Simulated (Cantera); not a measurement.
A Cantera script and what it prints.

```python
import numpy as np
import cantera as ct

gas_names = """
    CL CL2 H HCL H2 N NH NH2 NH3 N2 N2H2 N2H4 Si SiCL SiCL2 SiCL3 SiCL4 SiH SiHCL3 SiH2 SiH2CL2 SiH3
    SiH3CL SiH4 SiN Si2 Si2N Si3
""".split()
cond_names = """
    NH4CL(a) NH4CL(b) Si(cr) Si(L) Si3N4(a)
""".split()


def load(file, names, dense=False):
    # The tables refer to 1 bar. Condensed volumes are neglected.
    table = {s.name: s for s in ct.Species.list_from_file(file)}
    out = []
    for n in names:
        d = dict(table[n].input_data)
        d["thermo"] = dict(d["thermo"], **{"reference-pressure": 1e5})
        if dense:
            d["equation-of-state"] = {"model": "constant-volume", "density": "1e6 g/cm^3"}
        out.append(ct.Species.from_dict(d))
    return out


gas = ct.Solution(thermo="ideal-gas", species=load("nasa_gas.yaml", gas_names))
cond = {s.name: ct.Solution(thermo="fixed-stoichiometry", species=[s], name=s.name)
        for s in load("nasa_condensed.yaml", cond_names, dense=True)}
atoms = {
    'SiH2Cl2': {'Si': 1, 'H': 2, 'CL': 2},
    'N2': {'N': 2},
}
top_T = {'Si3N4(a)': 2400}  # K; cautious upper limits of use, not melting points


def equilibrate(T, P, feed):
    n = {}
    for name, mol in feed.items():
        for a, k in atoms[name].items():
            n[a] = n.get(a, 0.0) + k * mol
    gas.TPX = T, P, n
    mass = sum(n.values()) * gas.mean_molecular_weight
    gas.equilibrate("TP")
    valid = [c for c in cond.values() if c.min_temp <= T <= top_T.get(c.name, c.max_temp)]
    mix = ct.Mixture([(gas, mass / gas.mean_molecular_weight)] + [(c, 0.0) for c in valid])
    mix.T, mix.P = T, P
    mix.equilibrate("TP", solver="vcs", rtol=1e-11, max_steps=5000)
    return mix


results = []
T = 923.15  # K
P = 9900  # Pa
for m in [9.2, 12, 17, 22, 30, 40, 53, 72, 96, 130, 170]:
    feed = {'SiH2Cl2': 1, 'N2': m}  # mol
    mix = equilibrate(T, P, feed)
    results.append((T, P, feed, dict(zip(mix.species_names, mix.species_moles))))
    x = sorted(zip(gas.X, gas.species_names), reverse=True)
    print(f"T = {T:g} K  P = {P:g} Pa  n(N2) = {m:g} mol  gas = {mix.phase_moles(0):.4g} mol")
    print("   x: " + "  ".join(f"{s} {v:.3e}" for v, s in x if v > 1e-06))
    print("   condensed (mol): " + ("  ".join(f"{mix.phase(i).name} {mix.phase_moles(i):.4g}"
          for i in range(1, mix.n_phases) if mix.phase_moles(i) > 1e-12) or "none"))
```

Output:

```
T = 923.15 K  P = 9900 Pa  n(N2) = 9.2 mol  gas = 10.46 mol
   x: N2 8.290e-01  HCL 1.104e-01  H2 4.035e-02  SiCL4 2.016e-02  SiHCL3 2.629e-05  SiCL3 2.478e-06
   condensed (mol): Si3N4(a) 0.2629
T = 923.15 K  P = 9900 Pa  n(N2) = 12 mol  gas = 13.27 mol
   x: N2 8.645e-01  HCL 8.993e-02  H2 3.040e-02  SiCL4 1.519e-02  SiHCL3 1.833e-05  SiCL3 1.991e-06
   condensed (mol): Si3N4(a) 0.2661
T = 923.15 K  P = 9900 Pa  n(N2) = 17 mol  gas = 18.27 mol
   x: N2 9.009e-01  HCL 6.797e-02  H2 2.074e-02  SiCL4 1.036e-02  SiHCL3 1.129e-05  SiCL3 1.484e-06
   condensed (mol): Si3N4(a) 0.2701
T = 923.15 K  P = 9900 Pa  n(N2) = 22 mol  gas = 23.27 mol
   x: N2 9.218e-01  HCL 5.489e-02  H2 1.552e-02  SiCL4 7.754e-03  SiHCL3 7.825e-06  SiCL3 1.189e-06
   condensed (mol): Si3N4(a) 0.2731
T = 923.15 K  P = 9900 Pa  n(N2) = 30 mol  gas = 31.28 mol
   x: N2 9.415e-01  HCL 4.219e-02  H2 1.087e-02  SiCL4 5.434e-03  SiHCL3 4.999e-06
   condensed (mol): Si3N4(a) 0.2766
T = 923.15 K  P = 9900 Pa  n(N2) = 40 mol  gas = 41.28 mol
   x: N2 9.554e-01  HCL 3.289e-02  H2 7.777e-03  SiCL4 3.886e-03  SiHCL3 3.280e-06
   condensed (mol): Si3N4(a) 0.2798
T = 923.15 K  P = 9900 Pa  n(N2) = 53 mol  gas = 54.28 mol
   x: N2 9.659e-01  HCL 2.568e-02  H2 5.579e-03  SiCL4 2.788e-03  SiHCL3 2.161e-06
   condensed (mol): Si3N4(a) 0.2828
T = 923.15 K  P = 9900 Pa  n(N2) = 72 mol  gas = 73.29 mol
   x: N2 9.746e-01  HCL 1.955e-02  H2 3.869e-03  SiCL4 1.934e-03  SiHCL3 1.366e-06
   condensed (mol): Si3N4(a) 0.2861
T = 923.15 K  P = 9900 Pa  n(N2) = 96 mol  gas = 97.29 mol
   x: N2 9.808e-01  HCL 1.509e-02  H2 2.735e-03  SiCL4 1.367e-03
   condensed (mol): Si3N4(a) 0.289
T = 923.15 K  P = 9900 Pa  n(N2) = 130 mol  gas = 131.3 mol
   x: N2 9.857e-01  HCL 1.145e-02  H2 1.891e-03  SiCL4 9.452e-04
   condensed (mol): Si3N4(a) 0.2919
T = 923.15 K  P = 9900 Pa  n(N2) = 170 mol  gas = 171.3 mol
   x: N2 9.890e-01  HCL 8.953e-03  H2 1.361e-03  SiCL4 6.803e-04
   condensed (mol): Si3N4(a) 0.2945
```

Method: chemical equilibrium by Gibbs-energy minimisation in Cantera with the NASA 1993 tables (ideal gas, pure condensed phases). N2 is the only nitrogen source here; it is nearly inert below about 1500 K, so the nitride shown seldom forms there in practice.
